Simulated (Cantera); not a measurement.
An adiabatic, constant-volume homogeneous reactor starts with CH4 : H2 : O2 : N2 = 1 : 0.35 : 2.2 : 8.26 (molar parts), equivalence ratio 0.99, at 1100 K and 89000 Pa. Integrator tolerance rtol = 1e-08.

Cantera simulation using GRI-Mech 3.0 (53 species, 325 reactions); the numbers are that mechanism's predictions, not measurements.

**Question.** What does this change do: initial temperature 1100 to 1200 K?

**Answer.** 
```tsv
quantity	before	after
time of steepest temperature rise	10.5 ms	3.99 ms
temperature at 9.00 s	2793 K	2819 K
equilibrium temperature	2793 K	2819 K
x(CH4) at 9.00 s	<1e-12 (gas-phase equilibrium <1e-12)	<1e-12 (gas-phase equilibrium <1e-12)
x(H2) at 9.00 s	0.0172 (gas-phase equilibrium 0.0172)	0.0188 (gas-phase equilibrium 0.0188)
x(O2) at 9.00 s	0.0179 (gas-phase equilibrium 0.0179)	0.0190 (gas-phase equilibrium 0.0190)
x(O) at 9.00 s	0.00468 (gas-phase equilibrium 0.00468)	0.00553 (gas-phase equilibrium 0.00553)
x(C2H6) at 9.00 s	<1e-12 (gas-phase equilibrium <1e-12)	<1e-12 (gas-phase equilibrium <1e-12)
```
